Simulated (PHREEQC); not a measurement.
## Alkaline etch or developer

Consider water at 85 °C with 0.0072 mol/kgw NaOH, 0.0034 mol/kgw NaAlO2 and 0.013 mol/kgw K2CO3. Closed to the air; pH follows from the charge balance.

Equilibrium calculation in PHREEQC: ion-association model, wateq4f.dat.

No solid was allowed to form.

Predict the pH.

pH 10.39.

In which forms is Na present?

Na+ 59 %, NaCO3- 41 % of the Na.

Species that the database lacks are ignored. Away from 25 °C the constants follow the database's enthalpies or fits; those with neither stay at their 25 °C values.
